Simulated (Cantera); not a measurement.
## Hydrocarbon pyrolysis for carbon deposition

An isothermal, constant-pressure homogeneous reactor starts with CH4 : N2 = 1 : 70 (molar parts), at 1948 K and 0.000642 atm.

Detailed kinetics in Cantera: GRI-Mech 3.0 (53 species, 325 reactions). GRI-Mech 3.0 stops at C3 and has no aromatics, soot or wall deposition, so with more carbon than oxygen in the feed, carbon stays in small species such as C2H2 where larger ones or solid carbon would form. Radical loss at walls, strong at low pressure, is not modelled.

```tsv
t (s)	x CH4	x C2H	x CH3	x H2	x C2H4	x H
5.00e-5	0.0141	<1e-12	1.29e-7	1.54e-9	<1e-12	1.26e-7
0.000120	0.0141	<1e-12	3.15e-7	8.75e-9	<1e-12	2.97e-7
0.000286	0.0141	<1e-12	7.80e-7	4.84e-8	<1e-12	6.83e-7
0.000684	0.0141	<1e-12	2.01e-6	2.60e-7	1.73e-12	1.49e-6
0.00164	0.0141	<1e-12	5.47e-6	1.29e-6	3.29e-11	2.89e-6
0.00391	0.0141	<1e-12	1.55e-5	5.51e-6	7.55e-10	4.49e-6
0.00935	0.0140	<1e-12	4.25e-5	1.87e-5	1.66e-8	5.24e-6
0.0224	0.0140	<1e-12	0.000108	5.22e-5	2.90e-7	5.43e-6
0.0535	0.0138	6.52e-11	0.000263	0.000139	4.14e-6	6.39e-6
0.128	0.0133	4.68e-9	0.000611	0.000453	4.86e-5	1.23e-5
0.306	0.0113	1.13e-7	0.00118	0.00251	0.000345	4.51e-5
0.731	0.00567	6.57e-7	0.00101	0.0110	0.000347	0.000141
1.75	0.00166	1.18e-6	0.000385	0.0178	4.49e-5	0.000229
4.18	0.000343	1.75e-6	0.000111	0.0200	3.61e-6	0.000336
10.0	5.34e-5	2.38e-6	2.36e-5	0.0205	1.62e-7	0.000457
```
x: mole fraction; the columns are a selection and need not sum to one.

Equilibrium at this temperature and pressure: CH4 6.42e-10, C2H 2.04e-6, CH3 4.25e-9, H2 0.0178, C2H4 4.09e-11, H 0.00596 (gas phase only).
